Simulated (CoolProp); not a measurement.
Properties of R1234yf along the isotherm 392.5 K (Tc = 367.8 K, pc = 3.384 MPa, ω = 0.276).

Values from CoolProp's reference Helmholtz-energy equation of state, Lemmon 2022.

```tsv
p (MPa)	phase	Z	speed of sound (m/s)	viscosity (µPa s)	fugacity coefficient
0.00535	gas	0.9996	?	16.2	0.9996
0.0101	gas	0.9992	?	16.2	0.9992
0.0192	gas	0.9984	175.1	16.2	0.9984
0.0365	gas	0.9970	174.9	16.2	0.9970
0.0691	gas	0.9943	?	16.2	0.9943
0.131	gas	0.9891	?	16.2	0.9892
0.248	gas	0.9792	172.3	16.2	0.9795
0.471	gas	?	?	16.3	?
0.893	gas	?	164.0	16.3	0.9271
1.69	gas	0.8467	152.8	16.6	0.8639
```

Q: Fill in the missing entries.

A: 
- 0.00535, speed of sound (m/s): 175.3
- 0.0101, speed of sound (m/s): 175.2
- 0.0691, speed of sound (m/s): 174.5
- 0.131, speed of sound (m/s): 173.7
- 0.471, Z: 0.9601
- 0.471, speed of sound (m/s): 169.5
- 0.471, fugacity coefficient: 0.9613
- 0.893, Z: 0.9226

Viscosity comes from a separate model (Bell 2016), an estimate that may be off by 10 % or more.
